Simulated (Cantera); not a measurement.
## Low-pressure radical oxidation in H2/O2

An isothermal, constant-pressure homogeneous reactor starts with H₂ : O₂ = 0.21 : 1 (molar parts), equivalence ratio 0.10, at 1350 K and 0.0132 atm.

Model: the H2/O2 subset of GRI-Mech 3.0, which has no nitrogen chemistry, integrated in Cantera. Radical loss at walls, strong at low pressure, is not modelled. The temperature is held fixed by assumption; the heat of reaction is taken as removed at once.

```
t (s)         x H₂   x O₂    x HO₂       x O     x H₂O       x H
--------  --------  -----  -------  --------  --------  --------
1.00e-5      0.174  0.826  1.63e-8   2.50e-9  5.44e-10   1.44e-8
6.13e-5      0.174  0.826  1.00e-7   7.15e-8   8.09e-8   1.10e-7
0.000376     0.173  0.826  7.90e-7  0.000117  0.000260  0.000143
0.00231    0.00741  0.718  5.59e-6    0.0782     0.138    0.0447
0.0141     0.00477  0.757  5.78e-6    0.0455     0.161    0.0203
0.0867    0.000487  0.804  2.67e-6   0.00427     0.187  0.000588
0.532      1.73e-5  0.809  2.28e-7  0.000151     0.190   3.92e-6
3.26       1.31e-6  0.810  5.92e-8   1.15e-5     0.190   8.25e-8
20.0       3.82e-7  0.810  7.58e-8   3.37e-6     0.190   1.31e-8
```
x: mole fraction; the columns are a selection and need not sum to one.

Equilibrium at this temperature and pressure: H₂ 3.76e-7, O₂ 0.810, HO₂ 7.62e-8, O 3.31e-6, H₂O 0.190, H 1.27e-8 (gas phase only).
